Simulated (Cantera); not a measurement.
Input (Python, Cantera):

```python
import numpy as np
import cantera as ct

gas = ct.Solution("gri30.yaml")
gas.TPX = 1375, 48000, {'CH4': 1, 'O2': 2.7, 'N2': 10.2}
reactor = ct.IdealGasConstPressureReactor(gas, energy="on", clone=False)
net = ct.ReactorNet([reactor])
net.rtol, net.atol = 1e-08, 1e-16
show = ['CH4', 'O2', 'CH2', 'H2O2', 'H2O', 'CO', 'C2H6']
times = np.geomspace(5e-06, 3, 14)

steps = ct.SolutionArray(gas, extra=["t"])
rows = []
print(f"{'t/s':>10s}{'T/K':>9s}{'P/Pa':>11s}" + "".join(f"{s:>11s}" for s in show))
for t in times:
    while net.time < t:
        t_next = net.step()
        steps.append(gas.state, t=t_next)
    rows.append([np.interp(t, steps.t, y) for y in (steps.T, steps.P, *steps(*show).X.T)])
    print(f"{t:10.3e}{rows[-1][0]:9.1f}{rows[-1][1]:11.4g}" + "".join(f"{x:11.3e}" for x in rows[-1][2:]))
rate = np.gradient(steps.T, steps.t)
print("integrator steps:", len(steps.t))
if steps.T.max() > steps.T[0] + 200:
    print(f"time of steepest temperature rise: {steps.t[rate.argmax()]:.4e} s")
gas.TPX = 1375, 48000, {'CH4': 1, 'O2': 2.7, 'N2': 10.2}
gas.equilibrate("HP")
print(f"equilibrium (HP): T = {gas.T:.1f} K  " + "  ".join(f"{s} {gas[s].X[0]:.3e}" for s in show))
```

It prints:

```
       t/s      T/K       P/Pa        CH4         O2        CH2       H2O2        H2O         CO       C2H6
 5.000e-06   1375.0    4.8e+04  7.194e-02  1.942e-01  1.481e-16  6.412e-11  1.349e-09  1.210e-14  1.761e-14
 1.391e-05   1375.0    4.8e+04  7.194e-02  1.942e-01  6.860e-16  4.628e-10  7.167e-09  2.368e-13  4.279e-13
 3.872e-05   1375.0    4.8e+04  7.194e-02  1.942e-01  3.665e-15  2.978e-09  3.158e-08  4.729e-12  1.015e-11
 1.077e-04   1375.0    4.8e+04  7.194e-02  1.942e-01  2.930e-14  1.491e-08  1.780e-07  1.073e-10  2.579e-10
 2.998e-04   1375.0    4.8e+04  7.194e-02  1.942e-01  3.653e-13  5.063e-08  1.413e-06  3.007e-09  8.571e-09
 8.343e-04   1375.0    4.8e+04  7.191e-02  1.942e-01  8.409e-12  1.036e-07  1.535e-05  1.390e-07  5.028e-07
 2.322e-03   1375.9    4.8e+04  7.163e-02  1.941e-01  1.971e-10  1.845e-07  2.124e-04  1.259e-05  3.530e-05
 6.461e-03   1424.2    4.8e+04  6.252e-02  1.869e-01  4.950e-08  8.313e-06  8.310e-03  2.877e-03  1.077e-03
 1.798e-02   2535.7    4.8e+04  1.185e-17  5.105e-02  1.292e-16  1.498e-07  1.260e-01  1.567e-02  9.335e-34
 5.003e-02   2530.3    4.8e+04  1.191e-17  4.893e-02  1.231e-16  1.455e-07  1.263e-01  1.558e-02  9.390e-34
 1.392e-01   2529.9    4.8e+04  1.191e-17  4.880e-02  1.227e-16  1.453e-07  1.264e-01  1.557e-02  9.394e-34
 3.874e-01   2529.9    4.8e+04  1.191e-17  4.880e-02  1.227e-16  1.453e-07  1.264e-01  1.557e-02  9.394e-34
 1.078e+00   2529.9    4.8e+04  1.191e-17  4.880e-02  1.227e-16  1.453e-07  1.264e-01  1.557e-02  9.394e-34
 3.000e+00   2529.9    4.8e+04  1.191e-17  4.880e-02  1.227e-16  1.453e-07  1.264e-01  1.557e-02  9.394e-34
integrator steps: 2072
time of steepest temperature rise: 6.9673e-03 s
equilibrium (HP): T = 2529.9 K  CH4 1.677e-17  O2 4.880e-02  CH2 1.479e-16  H2O2 1.453e-07  H2O 1.264e-01  CO 1.557e-02  C2H6 1.701e-33
```

Model: GRI-Mech 3.0 (53 species, 325 reactions), integrated in Cantera.
